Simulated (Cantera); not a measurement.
Cantera run, input and output.

```python
import numpy as np
import cantera as ct

gas = ct.Solution("gri30.yaml")
gas.TPX = 323, 100000, {'CH3OH': 1, 'O2': 1.7, 'N2': 5.13}
flame = ct.FreeFlame(gas, width=0.04)
flame.set_refine_criteria(ratio=3, slope=0.08, curve=0.16)
flame.transport_model = "mixture-averaged"
flame.solve(loglevel=0, auto=True)
z, T = flame.grid, flame.T
thick = (T[-1] - T[0]) / np.gradient(T, z).max()
show = ['CH3OH', 'O2', 'CO2', 'C2H2', 'H2', 'HCO']
print(f"laminar burning velocity  {flame.velocity[0] * 100:.3f} cm/s")
print(f"burnt temperature         {T[-1]:.1f} K")
print(f"thermal thickness         {thick * 1e3:.4f} mm")
print(f"grid points               {len(z)}")
z0 = z[flame.heat_release_rate.argmax()]
print(f"{'z/mm':>9s}{'T/K':>9s}{'u/(m/s)':>9s}" + "".join(f"{s:>11s}" for s in show))
rows = []
for k in (-3, -2, -1.5, -1, -0.5, -0.25, 0, 0.25, 0.5, 1, 2, 4, 8):
    zz = z0 + k * thick
    rows.append([k * thick, np.interp(zz, z, T), np.interp(zz, z, flame.velocity),
                 *(np.interp(zz, z, flame.X[gas.species_index(s)]) for s in show)])
    print(f"{rows[-1][0] * 1e3:9.3f}{rows[-1][1]:9.1f}{rows[-1][2]:9.3f}" + "".join(f"{x:11.3e}" for x in rows[-1][3:]))
```

Result:

```
laminar burning velocity  54.335 cm/s
burnt temperature         2304.6 K
thermal thickness         0.3039 mm
grid points               131
     z/mm      T/K  u/(m/s)      CH3OH         O2        CO2       C2H2         H2        HCO
   -0.912    323.1    0.544  1.276e-01  2.169e-01  1.008e-07  8.375e-13  8.283e-04  7.628e-24
   -0.608    324.7    0.548  1.273e-01  2.163e-01  4.565e-06  3.344e-11  2.943e-03  1.455e-19
   -0.456    330.9    0.560  1.268e-01  2.152e-01  2.868e-05  1.985e-10  5.608e-03  1.174e-17
   -0.304    389.4    0.665  1.234e-01  2.092e-01  4.189e-04  2.589e-09  1.136e-02  1.446e-14
   -0.152    798.9    1.413  9.272e-02  1.727e-01  6.168e-03  3.355e-08  2.045e-02  1.483e-08
   -0.076   1227.2    2.237  5.059e-02  1.325e-01  1.571e-02  8.209e-08  2.493e-02  9.608e-06
    0.000   1668.9    3.129  6.355e-03  8.839e-02  3.196e-02  1.555e-07  2.523e-02  2.056e-04
    0.076   1814.0    3.406  4.138e-05  6.282e-02  5.130e-02  4.750e-08  1.682e-02  1.581e-05
    0.152   1871.7    3.493  6.987e-08  5.090e-02  6.682e-02  2.479e-09  1.293e-02  2.001e-07
    0.304   1952.9    3.613  1.740e-11  4.278e-02  8.315e-02  4.526e-12  1.171e-02  5.547e-08
    0.608   2050.8    3.766  1.237e-15  3.776e-02  9.302e-02  1.221e-16  1.030e-02  2.618e-08
    1.216   2149.7    3.924  2.660e-17  3.381e-02  9.881e-02  1.358e-21  7.776e-03  1.063e-08
    2.431   2230.1    4.049  8.605e-18  3.046e-02  1.043e-01  6.743e-22  5.369e-03  3.777e-09
```

Detailed kinetics in Cantera: GRI-Mech 3.0 (53 species, 325 reactions). GRI-Mech 3.0 was tuned for natural gas; its chemistry of methanol as a main component is partial and can be far from experiment. Burning velocities carry a grid error of a few per cent, more on coarse grids.
